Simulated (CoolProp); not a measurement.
Properties of dimethyl carbonate along the isotherm 461.6 K (Tc = 557.0 K, pc = 4.909 MPa, ω = 0.346).

Computed with CoolProp (reference Helmholtz-energy equation of state, Zhou 2011).

| p (MPa) | phase | Z | speed of sound (m/s) | isothermal compressibility (1/MPa) | fugacity coefficient |
|---|---|---|---|---|---|
| 0.566 | gas | 0.9225 | 197.9 | 1.927 | 0.9280 |
| 1.13 | liquid | 0.03250 | (withheld) | 0.004992 | 0.8333 |
| 1.7 | liquid | 0.04876 | (withheld) | 0.004849 | 0.5630 |
| 2.27 | liquid | 0.06494 | 600.2 | 0.004715 | 0.4286 |
| 2.83 | liquid | 0.08075 | 606.4 | 0.004591 | 0.3493 |
| 3.4 | liquid | 0.09676 | (withheld) | 0.004473 | 0.2955 |
| 3.96 | liquid | 0.1124 | 618.7 | 0.004363 | 0.2578 |
| 4.53 | liquid | 0.1283 | 624.8 | (withheld) | 0.2290 |
| 5.1 | liquid | 0.1441 | 630.6 | (withheld) | 0.2068 |
| 5.66 | liquid | 0.1595 | 636.3 | 0.004063 | 0.1893 |
| 6.23 | liquid | 0.1752 | 642.0 | 0.003973 | 0.1747 |
| 6.8 | liquid | 0.1908 | 647.5 | 0.003887 | 0.1627 |
| 7.36 | liquid | (withheld) | 652.9 | 0.003807 | 0.1527 |

### Question
Some entries are withheld; supply them.

### Answer

- 1.13, speed of sound (m/s): 586.9
- 1.7, speed of sound (m/s): 593.6
- 3.4, speed of sound (m/s): 612.7
- 4.53, isothermal compressibility (1/MPa): 0.004257
- 5.1, isothermal compressibility (1/MPa): 0.004157
- 7.36, Z: 0.2061
